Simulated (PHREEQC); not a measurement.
Consider water at 75 °C with 0.028 mol/kgw MnSO4, 0.29 mol/kgw MgSO4 and 0.0029 mol/kgw H2SO4. Closed to the air; pH follows from the charge balance.

Computed with PHREEQC (ion-association model, wateq4f.dat).

```json
{
 "pH": "3.24",
 "ionic_strength": "0.327 mol/kgw",
 "activity_of_water": "0.993",
 "total_alkalinity": "-5.80 meq/kg"
}
```

```json
[
 {"species": "MgSO4", "molality": "0.219", "activity": "0.236", "log γ": "0.033"},
 {"species": "SO4-2", "molality": "0.0798", "activity": "0.0171", "log γ": "-0.670"},
 {"species": "Mg+2", "molality": "0.0712", "activity": "0.0196", "log γ": "-0.561"},
 {"species": "MnSO4", "molality": "0.0173", "activity": "0.0186", "log γ": "0.033"},
 {"species": "Mn+2", "molality": "0.0107", "activity": "0.00271", "log γ": "-0.598"},
 {"species": "HSO4-", "molality": "0.00505", "activity": "0.00339", "log γ": "-0.173"},
 {"species": "H+", "molality": "0.000754", "activity": "0.000575", "log γ": "-0.118"},
 {"species": "MgOH+", "molality": "8.16e-9", "activity": "5.87e-9", "log γ": "-0.143"},
 {"species": "MnOH+", "molality": "5.76e-9", "activity": "3.95e-9", "log γ": "-0.164"}
]
```

No solid was allowed to form. Constants without temperature data keep their 25 °C values here.
